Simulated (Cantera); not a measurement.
Input: 1 mol S, 9.9 mol H2O, 1.1 mol O2, equilibrated at 5000 Pa.

Equilibrium computed with Cantera from the NASA thermochemical tables; the gas is ideal and each condensed phase is pure. Candidate condensed phases: H2O, H2SO4, S; 19 gas species. Equilibrium is a limit: real reactors are often held back by kinetics, nucleation or transport. All values below are at 3148 K.

Base state: H 0.380, O 0.198, H2 0.122, OH 0.105, H2O 0.0910, O2 0.0580, SO 0.0238, SO2 0.0116 (mole fractions); condensed: gas only.

Q: What changes in the equilibrium state with this change: pressure from 5000 Pa to 1330 Pa?

A: 
| species | before | after |
|---|---|---|
| H | 0.380 | 0.515 |
| O | 0.198 | 0.285 |
| H2 | 0.122 | 0.0597 |
| H2O | 0.0910 | 0.0171 |
| SO2 | 0.0116 | 0.00299 |
| OH | 0.105 | 0.0547 |
| O2 | 0.0580 | 0.0320 |
| S | 0.00977 | 0.0171 |
| SO | 0.0238 | 0.0160 |
| H2S | 1.27e-5 | 2.89e-6 |
| SH | 0.000711 | 0.000449 |
